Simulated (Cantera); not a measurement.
An adiabatic, constant-volume homogeneous reactor starts with H₂ : O₂ : N₂ = 1 : 0.602 : 2.27 (molar parts), at 1125 K and 200000 Pa. Integrator tolerance rtol = 1e-08.

Detailed kinetics in Cantera: the H2/O2 subset of GRI-Mech 3.0, which has no nitrogen chemistry.

**Question.** What does this change do: pressure from 200000 Pa to 23000 Pa?

**Answer.** 
| quantity | before | after |
|---|---|---|
| time of steepest temperature rise | 44.6 µs | 0.281 ms |
| temperature at 1.00 s | 2918 K | 2736 K |
| equilibrium temperature | 2918 K | 2736 K |
| x(H₂) at 1.00 s | 0.0219 (gas-phase equilibrium 0.0219) | 0.0297 (gas-phase equilibrium 0.0297) |
| x(O₂) at 1.00 s | 0.0316 (gas-phase equilibrium 0.0316) | 0.0343 (gas-phase equilibrium 0.0343) |
| x(H₂O₂) at 1.00 s | 1.44e-6 (gas-phase equilibrium 1.44e-6) | 3.41e-7 (gas-phase equilibrium 3.41e-7) |
| x(O) at 1.00 s | 0.00703 (gas-phase equilibrium 0.00703) | 0.0109 (gas-phase equilibrium 0.0109) |
| x(OH) at 1.00 s | 0.0295 (gas-phase equilibrium 0.0295) | 0.0325 (gas-phase equilibrium 0.0325) |

**Question.** What does this change do: pressure from 200000 Pa to 490000 Pa?

**Answer.** 
```csv
quantity,before,after
time of steepest temperature rise,44.6 µs,0.134 ms
temperature at 1.00 s,2918 K,2987 K
equilibrium temperature,2918 K,2987 K
x(H₂) at 1.00 s,0.0219 (gas-phase equilibrium 0.0219),0.0185 (gas-phase equilibrium 0.0185)
x(O₂) at 1.00 s,0.0316 (gas-phase equilibrium 0.0316),0.0306 (gas-phase equilibrium 0.0306)
x(H₂O₂) at 1.00 s,1.44e-6 (gas-phase equilibrium 1.44e-6),2.57e-6 (gas-phase equilibrium 2.57e-6)
x(O) at 1.00 s,0.00703 (gas-phase equilibrium 0.00703),0.00560 (gas-phase equilibrium 0.00560)
x(OH) at 1.00 s,0.0295 (gas-phase equilibrium 0.0295),0.0276 (gas-phase equilibrium 0.0276)
```
The hydrogen kinetics of GRI-Mech 3.0 are dated; newer H2 mechanisms differ, most at raised pressure.
